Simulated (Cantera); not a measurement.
A closed system holds: 1 mol SiH2Cl2, 24 mol N2, equilibrated at 0.133 bar.

Equilibrium computed with Cantera from the NASA thermochemical tables; the gas is ideal and each condensed phase is pure. Candidate condensed phases: NH4Cl, Si, Si3N4; 28 gas species. Kinetics and transport are ignored.

Over these rows the condensed part is Si3N4(s). Partial pressures as log10 of bar:

```json
[
 {"T (K)": "1698", "1000/T (1/K)": "0.5889", "log p SiCl4": "-4.49", "log p N2": "-0.91", "log p HCl": "-2.27", "log p H2": "-2.60", "log p SiCl2": "-2.66"},
 {"T (K)": "1748", "1000/T (1/K)": "0.5721", "log p SiCl4": "?", "log p N2": "-0.91", "log p HCl": "-2.32", "log p H2": "-2.55", "log p SiCl2": "-2.59"},
 {"T (K)": "1798", "1000/T (1/K)": "0.5562", "log p SiCl4": "-5.17", "log p N2": "-0.91", "log p HCl": "-2.38", "log p H2": "-2.51", "log p SiCl2": "-2.54"},
 {"T (K)": "1848", "1000/T (1/K)": "0.5411", "log p SiCl4": "-5.51", "log p N2": "-0.91", "log p HCl": "-2.44", "log p H2": "-2.47", "log p SiCl2": "-2.49"},
 {"T (K)": "1898", "1000/T (1/K)": "0.5269", "log p SiCl4": "-5.84", "log p N2": "-0.91", "log p HCl": "-2.51", "log p H2": "-2.45", "log p SiCl2": "-2.46"},
 {"T (K)": "1948", "1000/T (1/K)": "0.5133", "log p SiCl4": "-6.17", "log p N2": "-0.91", "log p HCl": "-2.57", "log p H2": "-2.42", "log p SiCl2": "-2.43"}
]
```

Q: Fit log p(SiCl4) = a + b·(1000/T) to the five rows, give the apparent enthalpy, and predict the row at 1748 K.

A: Means: 1000/T = 0.5453, log p = -5.436. Sxy = 0.075377, Sxx = 0.0034000, so b = 22.17 and a = -5.436 − (22.17)×0.5453 = -17.52.
Apparent enthalpy: −19.145 × (22.17) = -424 kJ/mol. With the condensed phases at unit activity, 2/3 N2(g) + 2 SiCl2(g) = SiCl4(g) + 1/3 Si3N4(s) links this pressure to the main gases: over the six rows their terms move log p by +0.46 in all, so the slope isn't that reaction's ΔH° alone. The five rows lie within 0.03 of the line.
Prediction at 1748 K: -17.52 + (22.17)×0.5721 = -4.84. The computed value is -4.83, 0.01 from the line.
